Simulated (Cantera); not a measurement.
An isothermal, constant-pressure homogeneous reactor starts with NO : N2 = 1 : 0.23 (molar parts), at 1650 K and 0.0490 bar.

Detailed kinetics in Cantera: GRI-Mech 3.0 (53 species, 325 reactions). Radical loss at walls, strong at low pressure, is not modelled.

x: mole fraction; the columns are a selection and need not sum to one.

```
t (s)      x NO      x O2      x O     x NO2   x N2
--------  -----  --------  -------  --------  -----
5.00e-5   0.813  1.69e-11  8.58e-8  6.94e-10  0.187
0.000199  0.813  2.63e-10  3.34e-7   1.07e-8  0.187
0.000792  0.813         ?        ?         ?  0.187
0.00315   0.813   5.99e-8  3.52e-6   1.98e-6  0.187
0.0126    0.813   1.11e-6  6.27e-6   1.50e-5  0.187
0.0500    0.813   2.09e-5  9.15e-6   5.49e-5  0.187
0.199     0.812         ?        ?         ?  0.187
0.792     0.810   0.00125  1.34e-5   9.64e-5  0.188
3.15      0.802   0.00545  1.57e-5  0.000123  0.192
12.6      0.769    0.0216  2.21e-5  0.000194  0.209
50.0      0.658    0.0772  3.57e-5  0.000304  0.264
```

Task: Fill in the missing entries.

Result: 
- 0.000792, x O2: 3.98e-9
- 0.000792, x O: 1.22e-6
- 0.000792, x NO2: 1.59e-7
- 0.199, x O2: 0.000220
- 0.199, x O: 1.19e-5
- 0.199, x NO2: 8.43e-5
